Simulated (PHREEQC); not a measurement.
Solution (25 °C): 1 mol/kgw NaOH, 0.026 mol/kgw BaCl2 and 4.1e-05 mol/kgw H4SiO4. Closed to the air; pH follows from the charge balance.

The numbers come from PHREEQC with the Pitzer model, pitzer.dat.

No solid was allowed to form.

What pH, density does the model give?

pH 13.83; density 1.044 g/cm³.

In which forms is Si present?

H2SiO4-2 98 %, H3SiO4- 1.7 % of the Si.

In brines, pH and single-ion activities rest on the MacInnes convention.
